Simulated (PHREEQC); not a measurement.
A solution holds 0.0015 mol/kgw HF, 0.013 mol/kgw (NH4)2SiF6, 0.0002 mol/kgw H3BO3 and 0.01 mol/kgw H2SO4, at 25 °C. Closed to the air; pH follows from the charge balance.

All values are PHREEQC results (ion-association model, wateq4f.dat), not measurements.

Precipitation was switched off in this run.

Order these S species by the share of S that they hold, largest first: HSO4-, NH4SO4-, SO4-2.

SO4-2 (55 %), HSO4- (38 %), NH4SO4- (7.8 %)

The pH is 1.89 and the ionic strength 0.0583 mol/kgw. Examples of supersaturated solids here: Quartz (slow to form), Chalcedony (slow to form). Others may be too. Complexes and solids missing from the database can't appear. SiF6-2 is the database's only silicon fluoride. Real BF4- forms and hydrolyses slowly; the run takes it at equilibrium.
